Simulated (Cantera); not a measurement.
**Gas-phase reforming**

An isothermal, constant-pressure homogeneous reactor starts with CH4 : CO2 = 1 : 1.1 (molar parts), at 1900 K and 10.0 bar.

Computed with Cantera and GRI-Mech 3.0 (53 species, 325 reactions).

```
t (s)        x CH4    x CO2       x H    x C2H4   x CH2O
--------  --------  -------  --------  --------  -------
5.00e-5      0.326    0.470   6.35e-5    0.0233  6.01e-5
0.000153     0.206    0.383   9.47e-5    0.0107  3.15e-5
0.000466    0.0985    0.244  0.000111   0.00535  1.83e-5
0.00142     0.0372    0.106  0.000119   0.00368  1.08e-5
0.00434     0.0245   0.0638  0.000134   0.00323  4.76e-6
0.0133      0.0199   0.0393  0.000148   0.00239  2.03e-6
0.0405      0.0142   0.0211  0.000160   0.00128  1.17e-6
0.124      0.00830   0.0108  0.000167  0.000437  9.95e-7
0.377      0.00328  0.00631  0.000171   6.79e-5  9.76e-7
1.15      0.000387  0.00509  0.000173   9.47e-7  9.75e-7
3.51       2.45e-5  0.00500  0.000173   4.11e-9  9.75e-7
10.7       2.41e-5  0.00500  0.000173   3.97e-9  9.75e-7
32.8       2.41e-5  0.00500  0.000173   3.97e-9  9.75e-7
100        2.41e-5  0.00500  0.000173   3.97e-9  9.75e-7
```
x: mole fraction; the columns are a selection and need not sum to one.

Equilibrium at this temperature and pressure: CH4 2.64e-5, CO2 0.00500, H 0.000173, C2H4 4.69e-9, CH2O 9.75e-7 (gas phase only).
